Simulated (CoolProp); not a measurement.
Properties of propylene along the isotherm -46.55 °C (Tc = 91.1 °C, pc = 4.555 MPa, ω = 0.146).

Model: reference Helmholtz-energy equation of state, Lemmon 2013, in CoolProp.

| p (MPa) | phase | density (kg/m³) | isothermal compressibility (1/MPa) |
|---|---|---|---|
| 0.0216 | gas | 0.4860 | 46.64 |
| 0.0326 | gas | 0.7363 | 31.02 |
| 0.0492 | gas | 1.118 | 20.68 |
| 0.0742 | gas | 1.701 | 13.84 |
| 0.112 | liquid | 608.7 | 0.001895 |
| 0.169 | liquid | 608.8 | 0.001893 |
| 0.255 | liquid | 608.9 | 0.001890 |
| 0.384 | liquid | 609.1 | 0.001885 |
| 0.58 | liquid | 609.3 | 0.001878 |
| 0.874 | liquid | 609.6 | 0.001868 |
| 1.32 | liquid | 610.1 | 0.001852 |
| 1.99 | liquid | 610.9 | 0.001829 |
| 3 | liquid | 612.0 | 0.001795 |
| 4.53 | liquid | 613.6 | 0.001747 |
| 6.83 | liquid | 616.1 | 0.001680 |
